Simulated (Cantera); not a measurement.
An adiabatic, constant-volume homogeneous reactor starts with 2.86 % CH4, 0.188 % H2, 18.7 % O2, 73.1 % N2, 5.14 % CO2, equivalence ratio 0.31, at 1800 K and 27.6 atm.

Detailed kinetics in Cantera: GRI-Mech 3.0 (53 species, 325 reactions). The pressure lies above the range GRI-Mech 3.0 was tuned for (to about 10 atm).

**Question.** Predict: time of steepest temperature rise; temperature at 0.600 s; equilibrium temperature; x(H2) at 0.600 s; x(O2) at 0.600 s; x(HO2) at 0.600 s; x(NO) at 0.600 s; x(N2O) at 0.600 s.

**Answer.** 
```json
{
 "time_of_steepest_temperature_rise": "6.21 µs",
 "temperature at 0.600 s": "2477 K",
 "equilibrium_temperature": "2477 K",
 "x(H2) at 0.600 s": "0.000141 (gas-phase equilibrium 0.000141)",
 "x(O2) at 0.600 s": "0.120 (gas-phase equilibrium 0.120)",
 "x(HO2) at 0.600 s": "1.67e-5 (gas-phase equilibrium 1.67e-5)",
 "x(NO) at 0.600 s": "0.0160 (gas-phase equilibrium 0.0160)",
 "x(N2O) at 0.600 s": "5.29e-6 (gas-phase equilibrium 5.29e-6)"
}
```
